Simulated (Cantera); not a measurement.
Input: 1 mol Al₂O₃, 7.8 mol Cl₂, 14 mol H₂, equilibrated at 1825 K and 2.50 mbar.

These are equilibrium values from Cantera (NASA tables, ideal gas, pure condensed phases), not measurements of a reactor. Candidate condensed phases: Al, AlCl₃, Al₂O₃, H₂O; 29 gas species. The tables' values for AlCl₂ are old estimates; treat these amounts as uncertain. Rates play no part.

Base state: HCl 0.696, H₂ 0.283, Cl 0.00879, H 0.00469, H₂O 0.00437, AlCl₃ 0.00113, AlCl 0.00112, AlCl₂ 0.000662 (mole fractions); condensed: Al₂O₃(s).

**Question.** What changes in the equilibrium state with this change: temperature from 1825 K to 1048 K?

**Answer.** 
```tsv
species	before	after
HCl	0.696	0.715
H₂	0.283	0.284
H₂O	0.00437	0.000150
Cl	0.00879	1.89e-7
H	0.00469	8.24e-8
AlCl₃	0.00113	0.000100
AlCl	0.00112	<1e-9
AlCl₂	0.000662	2.73e-9
AlOCl	3.28e-5	<1e-9
Al₂O₃(s), mol	0.968	0.999
```

**Question.** What changes in the equilibrium state with this change: Al₂O₃ replaced by TiO₂?

**Answer.** 
```csv
species,before,after
HCl,0.696,0.701
H₂,0.283,0.272
H₂O,0.00437,0.0128
AlCl₃,0.00113,0
TiCl₃,0,0.000105
AlCl,0.00112,0
AlCl₂,0.000662,0
TiOCl₂,0,3.34e-5
"Al₂O₃(s), mol",0.968,0
"Ti₃O₅(s), mol",0,0.105
"Ti₄O₇(s), mol",0,0.170
```
Mutual solubility and eutectic melting of coexisting phases are not modelled. The tables' values for TiCl₂ are old estimates; treat these amounts as uncertain. Condensed phases not in the tables: Magnéli phases beyond Ti₄O₇. Further candidate phases: Ti, TiCl₂, TiCl₃, TiCl₄, TiO, TiO₂, Ti₂O₃, Ti₃O₅, Ti₄O₇.
